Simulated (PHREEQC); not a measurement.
Make-up at 25 °C: 3.9 mmol/kgw NaF, 0.79 mmol/kgw (NH4)2SO4, 4.1 mmol/kgw HF and 190 mmol/kgw NaHSO4. Closed to the air; pH follows from the charge balance.

Model: ion-association model, phreeqc.dat, run in PHREEQC.

Each row changes one thing in this solution. No solid was allowed to form.

| case | pH | ionic strength (mol/kgw) | Na+ (mol/kgw) | HSO4- (mol/kgw) | SO4-2 (mol/kgw) | NaSO4- (mol/kgw) |
|---|---|---|---|---|---|---|
| as made | 1.25 | 0.316 | 0.180 | 0.114 | 0.0623 | 0.0140 |
| (NH4)2SO4 from 0.00079 to 0.000395 mol/kgw | 1.25 | 0.315 | 0.180 | 0.114 | 0.0621 | 0.0140 |
| (NH4)2SO4 replaced by MnSO4 at the same molality | 1.25 | 0.316 | 0.180 | 0.114 | 0.0622 | 0.0140 |
| temperature from 25 to 35 °C | 1.29 | 0.305 | 0.180 | 0.120 | 0.0570 | 0.0135 |
| temperature from 25 to 55 °C | [?] | [?] | 0.182 | 0.132 | 0.0468 | 0.0122 |
| NaHSO4 from 0.19 to 0.95 mol/kgw | 0.65 | 1.32 | 0.831 | 0.643 | 0.184 | 0.123 |
| NaHSO4 left out | 3.25 | 0.00679 | 0.00388 | 3.10e-5 | 0.000738 | 1.02e-5 |
| (NH4)2SO4 replaced by NH4HF2 at the same molality | 1.25 | 0.314 | 0.180 | 0.114 | 0.0621 | 0.0140 |

### Question
Some entries are withheld; supply them.

### Answer

- temperature from 25 to 55 °C, pH: 1.37
- temperature from 25 to 55 °C, ionic strength (mol/kgw): 0.284

The ionic strength passes 0.7 mol/kgw, the rough limit of the ion-association models, in NaHSO4 from 0.19 to 0.95 mol/kgw. At this temperature some constants are extrapolated from 25 °C, and those without enthalpy data are left unchanged.
